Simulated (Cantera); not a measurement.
Charge: 1 mol PbO, 3.1 mol CO, 3.2 mol H2, equilibrated at 60.0 mbar.

Cantera equilibrium calculation (NASA polynomials, part measured and part estimated; ideal gas, pure solids and liquids). Candidate condensed phases: C, C6H6, C7H8, C8H18, H2O, Pb, PbO, PbO2, Pb3O4; 113 gas species. The numbers say what is thermodynamically allowed, not how fast it happens.

**Question.** What share of the Pb ends up in condensed phases as a function of T (K), at 923, 1023, 1123, 1223, 1323, 1423, 1523, 1623, 1723, 1823?

**Answer.** 
```json
[
 {"T (K)": "923", "Pb condensed (%)": "100.0", "as": "Pb(l)"},
 {"T (K)": "1023", "Pb condensed (%)": "99.7", "as": "Pb(l)"},
 {"T (K)": "1123", "Pb condensed (%)": "98.1", "as": "Pb(l)"},
 {"T (K)": "1223", "Pb condensed (%)": "90.3", "as": "Pb(l)"},
 {"T (K)": "1323", "Pb condensed (%)": "60.8", "as": "Pb(l)"},
 {"T (K)": "1423", "Pb condensed (%)": "0.0", "as": "-"},
 {"T (K)": "1523", "Pb condensed (%)": "0.0", "as": "-"},
 {"T (K)": "1623", "Pb condensed (%)": "0.0", "as": "-"},
 {"T (K)": "1723", "Pb condensed (%)": "0.0", "as": "-"},
 {"T (K)": "1823", "Pb condensed (%)": "0.0", "as": "-"}
]
```
